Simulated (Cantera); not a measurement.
Cantera run, input and output.

```python
import numpy as np
import cantera as ct

gas = ct.Solution("gri30.yaml")
gas.TPX = 925, 101325, {'CH2O': 0.0042, 'O2': 0.011, 'N2': 1}
reactor = ct.IdealGasConstPressureReactor(gas, energy="off", clone=False)
net = ct.ReactorNet([reactor])
net.rtol, net.atol = 1e-08, 1e-18
show = ['CH2O', 'O2', 'H2O', 'C2H4', 'HCN', 'NO', 'HCO']
times = np.geomspace(2e-05, 100, 12)

steps = ct.SolutionArray(gas, extra=["t"])
rows = []
print(f"{'t/s':>10s}{'T/K':>9s}{'P/Pa':>11s}" + "".join(f"{s:>11s}" for s in show))
for t in times:
    while net.time < t:
        t_next = net.step()
        steps.append(gas.state, t=t_next)
    rows.append([np.interp(t, steps.t, y) for y in (steps.T, steps.P, *steps(*show).X.T)])
    print(f"{t:10.3e}{rows[-1][0]:9.1f}{rows[-1][1]:11.4g}" + "".join(f"{x:11.3e}" for x in rows[-1][2:]))
rate = np.gradient(steps.T, steps.t)
print("integrator steps:", len(steps.t))
if steps.T.max() > steps.T[0] + 200:
    print(f"time of steepest temperature rise: {steps.t[rate.argmax()]:.4e} s")
gas.TPX = 925, 101325, {'CH2O': 0.0042, 'O2': 0.011, 'N2': 1}
gas.equilibrate("TP")
print(f"equilibrium (TP): T = {gas.T:.1f} K  " + "  ".join(f"{s} {gas[s].X[0]:.3e}" for s in show))
```

Output:

```
       t/s      T/K       P/Pa       CH2O         O2        H2O       C2H4        HCN         NO        HCO
 2.000e-05    925.0  1.013e+05  4.137e-03  1.084e-02  1.012e-12  1.477e-36  1.889e-27  1.107e-26  1.366e-11
 8.129e-05    925.0  1.013e+05  4.137e-03  1.084e-02  5.991e-12  3.129e-35  9.468e-27  8.678e-26  1.431e-11
 3.304e-04    925.0  1.013e+05  4.137e-03  1.084e-02  3.201e-11  5.736e-34  4.394e-26  5.425e-25  1.690e-11
 1.343e-03    925.0  1.013e+05  4.137e-03  1.084e-02  3.911e-10  2.112e-32  2.439e-25  4.325e-24  2.772e-11
 5.458e-03    925.0  1.013e+05  4.137e-03  1.083e-02  1.703e-08  3.412e-30  2.152e-24  8.617e-23  7.879e-11
 2.218e-02    925.0  1.013e+05  4.128e-03  1.083e-02  1.298e-06  9.488e-27  4.343e-23  9.628e-21  5.846e-10
 9.016e-02    925.0  1.013e+05  3.591e-03  1.046e-02  2.288e-04  2.941e-22  5.439e-21  1.890e-18  9.670e-09
 3.664e-01    925.0  1.013e+05  9.100e-11  8.574e-03  3.792e-03  5.420e-20  1.732e-18  4.547e-12  3.578e-12
 1.489e+00    925.0  1.013e+05  2.482e-12  8.322e-03  3.940e-03  7.022e-22  1.694e-18  4.726e-12  8.285e-13
 6.053e+00    925.0  1.013e+05  7.620e-13  7.897e-03  4.079e-03  8.793e-24  1.477e-18  9.197e-12  2.624e-13
 2.460e+01    925.0  1.013e+05  1.501e-13  7.330e-03  4.127e-03  7.452e-28  9.834e-19  2.950e-11  5.338e-14
 1.000e+02    925.0  1.013e+05  2.842e-15  6.795e-03  4.136e-03  1.377e-36  5.524e-19  5.110e-11  1.162e-15
integrator steps: 1826
equilibrium (TP): T = 925.0 K  CH2O 4.524e-32  O2 6.697e-03  H2O 4.137e-03  C2H4 4.865e-77  HCN 4.237e-35  NO 2.576e-06  HCO 2.015e-30
```

Detailed kinetics in Cantera: GRI-Mech 3.0 (53 species, 325 reactions). Below about 1000 K GRI-Mech 3.0 lacks low-temperature oxidation paths.
